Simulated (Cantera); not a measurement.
Input: 1 mol FeS2, 0.91 mol SO3, 7.8 mol H2O, at 702 °C and 22000 Pa.

Cantera equilibrium calculation (NASA polynomials, part measured and part estimated; ideal gas, pure solids and liquids). Candidate condensed phases: Fe, FeO, Fe(OH)2, Fe(OH)3, FeS, FeSO4, FeS2, Fe2O3, Fe2(SO4)3, Fe3O4, H2O, H2SO4, S; 22 gas species. FeS: taken at fixed stoichiometry. Gases not in the tables: S3 to S7. Equilibrium is a limit: real reactors are often held back by kinetics, nucleation or transport.

### Question
What is the equilibrium state?

### Answer
```json
{
  "x(H2O)": "0.806",
  "x(SO2)": "0.157",
  "x(H2S)": "0.0217",
  "x(S2)": "0.0117",
  "x(H2)": "0.00239",
  "x(S2O)": "0.000570",
  "x(SO)": "8.63e-6",
  "x(SH)": "3.44e-6",
  "n(FeS(s))": "1.00 mol",
  "gas_amount": "9.391 mol",
  "log10 activity of S(l) (absent)": "-1.59",
  "log10 activity of Fe(α) (absent)": "-4.00",
  "log10 activity of Fe(OH)2(s) (absent)": "-6.23"
}
```
